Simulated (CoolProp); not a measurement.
Values from CoolProp's reference Helmholtz-energy equation of state, Lemmon 2006. It is a short technical equation, of lower accuracy than the large ones.

Give the vapour pressure (MPa), liquid density (kg/m³), vapour density (kg/m³), enthalpy of vaporisation (kJ/kg) of saturated carbon monoxide at -185.95, -178.55 °C.


```
T (°C)   p (MPa)  liquid density (kg/m³)  vapour density (kg/m³)  enthalpy of vaporisation (kJ/kg)
-------  -------  ----------------------  ----------------------  --------------------------------
-185.95    0.183                     768                    7.53                               207
-178.55    0.357                     733                    14.1                               194
```
